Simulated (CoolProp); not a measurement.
A closed Brayton cycle with carbon dioxide: compressor inlet 311.15 K and 9.7 MPa, high pressure 32.5 MPa, turbine inlet 730 K, compressor efficiency 0.89, turbine efficiency 0.9, recuperator effectiveness 0.9 (on enthalpy, no pinch check). Each further row changes one setting.

Computed with CoolProp (reference Helmholtz-energy equation of state, Span 1996).

| case | thermal efficiency (%) | net work (kJ/kg) | compressor to turbine work | compressor exit (K) | turbine exit (K) |
|---|---|---|---|---|---|
| as stated | 34.1 | 99.8 | 0.26 | 350.0 | 595.1 |
| turbine inlet 680 K | (withheld) | 88.0 | 0.28 | 350.0 | 550.0 |
| compressor inlet 321.15 K | (withheld) | 85.3 | 0.37 | 396.0 | 595.1 |
| high pressure 27.6 MPa | (withheld) | 90.4 | 0.24 | (withheld) | 612.8 |
| recuperator effectiveness 0.5 | (withheld) | 99.8 | 0.26 | 350.0 | 595.1 |

Task: Complete the blanks.

Result: 
- turbine inlet 680 K, thermal efficiency (%): 31.9
- compressor inlet 321.15 K, thermal efficiency (%): 32.2
- high pressure 27.6 MPa, thermal efficiency (%): 33.0
- high pressure 27.6 MPa, compressor exit (K): 343.7
- recuperator effectiveness 0.5, thermal efficiency (%): 24.1
